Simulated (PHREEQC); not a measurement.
A made-up water analysis in mg/kgw, 25 °C, pH 2.2, pe 12:

```tsv
constituent	mg/kgw
Na	669
K	1.3
Ca	251
Mg	125
Cl	238
S(6) as SO4	2740
Zn	1.88
F	5.7
N(5) as NO3	58.6
Fe(3)	0.939
Si as SiO2	20.3
```

Valence states are taken as typed.

The numbers come from PHREEQC with the ion-association model, wateq4f.dat.

No solid was allowed to form.

### Question
Predict the ionic strength, charge-balance error.

### Answer
ionic strength 0.0735 mol/kgw; charge-balance error 0.5 %.

### Question
In which forms is K present?

### Answer
K+ 95 %, KSO4- 4.7 % of the K.

The solution is supersaturated, for example in Hematite (slow to form), Quartz (slow to form), so a real one may precipitate; this is no full list. SiF6-2 is the database's only silicon fluoride. Fluoro complexes past AlF4- and FeF3 are missing from the database.
